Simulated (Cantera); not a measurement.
Input (Python, Cantera) and output of one run.

```python
import numpy as np
import cantera as ct

gas_names = """
    H HNO HNO2 HNO3 HO2 H2 H2O H2O2 N NH NH2 NH3 NH2OH NO NO2 NO3 N2 N2H2 N2H4 N2O O OH O2 O3 Zr ZrN ZrO
    ZrO2
""".split()
cond_names = """
    H2O(s) H2O(L) Zr(a) Zr(b) Zr(L) ZrN(s) ZrN(L) ZrO2(a) ZrO2(b) ZrO2(L)
""".split()


# ... load() reads the species with a 1 bar reference pressure and builds the phases ...
atoms = {
    'Zr': {'Zr': 1},
    'NH3': {'N': 1, 'H': 3},
    'H2': {'H': 2},
    'H2O': {'H': 2, 'O': 1},
}
top_T = {}  # K; cautious upper limits of use, not melting points


# ... equilibrate(T, P, feed) seeds the gas with the atoms and calls Mixture.equilibrate('TP', solver="vcs", rtol=1e-11, max_steps=5000) ...
results = []
feed = {'Zr': 1, 'NH3': 0.1, 'H2': 130, 'H2O': 0.57}  # mol
P = 1000  # Pa
for T in [1975, 2075, 2175, 2275, 2375, 2475, 2575]:
    mix = equilibrate(T, P, feed)
    results.append((T, P, feed, dict(zip(mix.species_names, mix.species_moles))))

top = {s: max(r[3][s] / sum(r[3][g] for g in gas_names) for r in results) for s in gas_names}
cols = sorted((s for s in top if top[s] > 0.001), key=lambda s: -top[s])[:5]
seen = [c for c in cond_names if any(r[3].get(c, 0) > 1e-12 for r in results)]
print("log10 of partial pressures in bar; condensed amounts in mol")
print(f"{'T/K':>10s}" + "".join(f"{s[:9]:>10s}" for s in cols + seen))
for T, P, feed, n in results:
    ng = sum(n[g] for g in gas_names)
    print(f"{T:10.4g}" + "".join(f"{np.log10(max(n[s] / ng * P / 1e5, 1e-99)):10.3f}" for s in cols)
          + "".join(f"{n.get(c, 0):10.4g}" for c in seen))
```

Result:

```
log10 of partial pressures in bar; condensed amounts in mol
       T/K        H2         H       ZrO     Zr(b)     Zr(L)    ZrN(s)   ZrO2(b)
      1975    -2.006    -3.867    -7.489    0.6148         0       0.1    0.2847
      2075    -2.012    -3.580    -6.707    0.6137         0   0.09996    0.2836
      2175    -2.021    -3.322    -6.006         0    0.6084   0.09972    0.2781
      2275    -2.037    -3.090    -5.373         0     0.586   0.09825    0.2554
      2375    -2.062    -2.882    -4.796         0    0.5045   0.09036     0.171
      2475    -2.100    -2.698    -4.413         0    0.3507   0.05319         0
      2575    -2.152    -2.536    -4.433         0    0.3364         0         0
```

Equilibrium computed with Cantera from the NASA thermochemical tables; the gas is ideal and each condensed phase is pure. Mutual solubility and eutectic melting of coexisting phases are not modelled. ZrN: taken at fixed stoichiometry. Condensed phases not in the tables: solid solutions among these carbides, nitrides and lower oxides, N, O or C dissolved in the metal.
